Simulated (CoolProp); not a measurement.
Properties of decamethylcyclopentasiloxane (D5) along the isobar 20.9 bar (Tc = 618.3 K, pc = 10.78 bar, ω = 0.631).

Computed with CoolProp (reference Helmholtz-energy equation of state, Thol 2019).

```
T (K)   phase  cv (kJ/(kg K))  expansivity (1/kK)
-----  ------  --------------  ------------------
252.8  liquid           1.392               1.086
271.7  liquid           1.410               1.088
290.6  liquid           1.432               1.096
309.5  liquid           1.458               1.108
328.4  liquid           1.487               1.127
347.4  liquid           1.518               1.151
366.3  liquid           1.550               1.182
385.2  liquid           1.584               1.219
404.1  liquid           1.618               1.266
423.1  liquid           1.652               1.322
442    liquid           1.686               1.390
460.9  liquid           1.720               1.473
479.8  liquid           1.754               1.576
498.7  liquid           1.787               1.706
517.7  liquid           1.819               1.873
536.6  liquid           1.851               2.094
```
